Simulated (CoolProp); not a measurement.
Vapour pressure (bar) of C2F6 (R116): the reference equation beside estimates from Tc = 293.0 K, pc = 30.48 bar, ω = 0.257. Clausius-Clapeyron is anchored at 217.3 K with a constant enthalpy of vaporisation of 14.70 kJ/mol.

Model: reference Helmholtz-energy equation of state, Lemmon 2006, in CoolProp. It is a short technical equation, of lower accuracy than the large ones.

```json
[
 {"T (K)": "217.3", "reference": "2.916", "Clausius-Clapeyron": "2.916", "Redlich-Kwong": "4.258", "Soave-Redlich-Kwong": "2.928", "Peng-Robinson": "2.902"},
 {"T (K)": "220.8", "reference": "3.369", "Clausius-Clapeyron": "3.317", "Redlich-Kwong": "4.818", "Soave-Redlich-Kwong": "3.387", "Peng-Robinson": "3.354"},
 {"T (K)": "224.3", "reference": "3.874", "Clausius-Clapeyron": "3.758", "Redlich-Kwong": "5.429", "Soave-Redlich-Kwong": "3.900", "Peng-Robinson": "3.858"},
 {"T (K)": "227.8", "reference": "4.434", "Clausius-Clapeyron": "4.242", "Redlich-Kwong": "6.091", "Soave-Redlich-Kwong": "4.469", "Peng-Robinson": "4.417"},
 {"T (K)": "231.3", "reference": "5.052", "Clausius-Clapeyron": "4.771", "Redlich-Kwong": "6.808", "Soave-Redlich-Kwong": "5.098", "Peng-Robinson": "5.035"},
 {"T (K)": "234.8", "reference": "5.732", "Clausius-Clapeyron": "5.346", "Redlich-Kwong": "7.581", "Soave-Redlich-Kwong": "5.791", "Peng-Robinson": "5.717"},
 {"T (K)": "238.3", "reference": "6.478", "Clausius-Clapeyron": "5.971", "Redlich-Kwong": "8.413", "Soave-Redlich-Kwong": "6.552", "Peng-Robinson": "6.466"},
 {"T (K)": "241.8", "reference": "7.294", "Clausius-Clapeyron": "6.648", "Redlich-Kwong": "9.305", "Soave-Redlich-Kwong": "7.384", "Peng-Robinson": "7.287"},
 {"T (K)": "245.3", "reference": "8.183", "Clausius-Clapeyron": "7.379", "Redlich-Kwong": "10.26", "Soave-Redlich-Kwong": "8.293", "Peng-Robinson": "8.183"},
 {"T (K)": "248.8", "reference": "9.151", "Clausius-Clapeyron": "8.166", "Redlich-Kwong": "11.28", "Soave-Redlich-Kwong": "9.281", "Peng-Robinson": "9.160"},
 {"T (K)": "252.3", "reference": "10.20", "Clausius-Clapeyron": "9.012", "Redlich-Kwong": "12.36", "Soave-Redlich-Kwong": "10.35", "Peng-Robinson": "10.22"},
 {"T (K)": "255.9", "reference": "11.37", "Clausius-Clapeyron": "9.946", "Redlich-Kwong": "13.55", "Soave-Redlich-Kwong": "11.55", "Peng-Robinson": "11.41"},
 {"T (K)": "259.4", "reference": "12.61", "Clausius-Clapeyron": "10.92", "Redlich-Kwong": "14.78", "Soave-Redlich-Kwong": "12.81", "Peng-Robinson": "12.65"},
 {"T (K)": "262.9", "reference": "13.93", "Clausius-Clapeyron": "11.95", "Redlich-Kwong": "16.08", "Soave-Redlich-Kwong": "14.16", "Peng-Robinson": "14.00"},
 {"T (K)": "266.4", "reference": "15.37", "Clausius-Clapeyron": "13.06", "Redlich-Kwong": "17.45", "Soave-Redlich-Kwong": "15.61", "Peng-Robinson": "15.45"}
]
```

Absolute difference from the reference over all 15 rows, mean and median: Clausius-Clapeyron 8.4 and 8.9 %, Redlich-Kwong 28.4 and 27.6 %, Soave-Redlich-Kwong 1.2 and 1.2 %, Peng-Robinson 0.3 and 0.3 %.
